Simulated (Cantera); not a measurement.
Charge: 1 mol Al, 0.015 mol H2O, 23 mol H2, at 3.10 bar.

Cantera equilibrium calculation (NASA polynomials, part measured and part estimated; ideal gas, pure solids and liquids). Candidate condensed phases: Al, Al2O3, H2O; 19 gas species. Mutual solubility and eutectic melting of coexisting phases are not modelled. Rates play no part.

Which condensed phases are stable at each of these points (T (K)): 1073, 1173, 1273, 1373, 1473, 1573, 1673, 1773, 1873, 1973, 2073?


```json
[
 {"T (K)": "1073", "condensed phases": "Al(l) + Al2O3(s)", "Al condensed (%)": "100.0"},
 {"T (K)": "1173", "condensed phases": "Al(l) + Al2O3(s)", "Al condensed (%)": "100.0"},
 {"T (K)": "1273", "condensed phases": "Al(l) + Al2O3(s)", "Al condensed (%)": "100.0"},
 {"T (K)": "1373", "condensed phases": "Al(l) + Al2O3(s)", "Al condensed (%)": "100.0"},
 {"T (K)": "1473", "condensed phases": "Al(l) + Al2O3(s)", "Al condensed (%)": "100.0"},
 {"T (K)": "1573", "condensed phases": "Al(l) + Al2O3(s)", "Al condensed (%)": "99.9"},
 {"T (K)": "1673", "condensed phases": "Al(l) + Al2O3(s)", "Al condensed (%)": "99.4"},
 {"T (K)": "1773", "condensed phases": "Al(l) + Al2O3(s)", "Al condensed (%)": "97.8"},
 {"T (K)": "1873", "condensed phases": "Al(l)", "Al condensed (%)": "94.8"},
 {"T (K)": "1973", "condensed phases": "Al(l)", "Al condensed (%)": "91.7"},
 {"T (K)": "2073", "condensed phases": "Al(l)", "Al condensed (%)": "84.8"}
]
```

From 1073 K to 1773 K the condensed part is Al(l) + Al2O3(s). From 1873 K to 2073 K the condensed part is Al(l).
